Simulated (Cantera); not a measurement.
# Fluorocarbon and chlorocarbon gases: CH3F + CH4 + H2

Feed: 1 mol CH3F, 0.59 mol CH4, 0.083 mol H2, held at 2650 K and 0.0100 bar.

Method: chemical equilibrium by Gibbs-energy minimisation in Cantera with the NASA 1993 tables (ideal gas, pure condensed phases). Candidate condensed phases: C, C6H6, C7H8, C8H18; 95 gas species. The numbers say what is thermodynamically allowed, not how fast it happens.

```
Quantity                Result
-------------------  ---------
x(H2)                    0.425
x(H)                     0.306
x(HF)                    0.259
x(C2H2 (acetylene))    0.00835
x(C2H)                0.000581
x(F)                  0.000561
x(C3)                 0.000447
x(C)                  0.000116
x(C4H2)                6.80e-5
n(C(graphite))        1.51 mol
gas amount           3.857 mol
```
